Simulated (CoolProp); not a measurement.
The fluid at 502.51 K and 0.195 MPa is compressed adiabatically to 1.23 MPa with isentropic efficiency 0.9. The same conditions are run with several fluids, on thermodynamics alone (safety and materials aside).

The numbers come from the reference Helmholtz-energy equation of state of each fluid (m-xylene: Zhou 2012; hexamethyldisiloxane (MM): Thol 2016; o-xylene: Zhou 2012; sulfur hexafluoride: Guder 2009) in CoolProp.

**Question.** Rank m-xylene, hexamethyldisiloxane (MM), o-xylene, sulfur hexafluoride by work (kJ/kg), highest first.

**Answer.** m-xylene (75.1), o-xylene (74.5), sulfur hexafluoride (61.8), hexamethyldisiloxane (MM) (48.0)

```csv
fluid,final temperature (K),final density (kg/m³)
m-xylene,554.0,36.2
hexamethyldisiloxane (MM),535.9,58.6
o-xylene,553.9,36.9
sulfur hexafluoride,572.8,38.1
```
